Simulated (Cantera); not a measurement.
Feed: 1 mol Si3N4, 0.016 mol O2, 400 mol H2, equilibrated at 15.0 Pa.

Cantera equilibrium calculation (NASA polynomials, part measured and part estimated; ideal gas, pure solids and liquids). Candidate condensed phases: H2O, Si, SiO2, Si2N2O, Si3N4; 35 gas species. Gases not in the tables: Si2H6 and higher silanes. Rates play no part.

**Question.** Which condensed phases are stable at each of these points (T (K)): 1623, 1648, 1673, 1698, 1723, 1748, 1773, 1798, 1823, 1848, 1873?

**Answer.** 
| T (K) | condensed phases | Si condensed (%) |
|---|---|---|
| 1623 | Si(s) | 84.3 |
| 1648 | Si(s) | 74.9 |
| 1673 | Si(s) | 59.9 |
| 1698 | Si(l) | 37.5 |
| 1723 | Si(l) | 6.7 |
| 1748 | gas only | 0.0 |
| 1773 | gas only | 0.0 |
| 1798 | gas only | 0.0 |
| 1823 | gas only | 0.0 |
| 1848 | gas only | 0.0 |
| 1873 | gas only | 0.0 |

From 1623 K to 1673 K the condensed part is Si(s). From 1698 K to 1723 K the condensed part is Si(l). From 1748 K to 1873 K nothing is condensed.
